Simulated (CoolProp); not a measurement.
A single-stage vapour-compression cycle with R236EA: evaporating at 311.15 K (dew point), condensing at 349.15 K (bubble point), superheat 8 K, subcooling 2 K, compressor efficiency 0.75, no pressure losses. Each further row changes one setting.

Model: reference Helmholtz-energy equation of state, Rui 2013, in CoolProp.

| case | cooling COP | pressure ratio | discharge temperature (K) | refrigerating effect (kJ/kg) | volumetric capacity (kJ/m³) |
|---|---|---|---|---|---|
| as stated | 4.92 | 2.87 | 352.6 | 108 | 2150 |
| evaporating temperature 316.15 K | 5.94 | 2.46 | 353.1 | 112 | 2590 |
| condensing temperature 344.15 K | 5.91 | 2.53 | 348.3 | 115 | 2290 |
| subcooling 7 K | 5.23 | 2.87 | 352.6 | 115 | 2290 |
| superheat 18 K | 5.09 | 2.87 | 362.3 | 118 | 2250 |
| compressor efficiency 0.65 | 4.26 | 2.87 | 355.7 | 108 | 2150 |
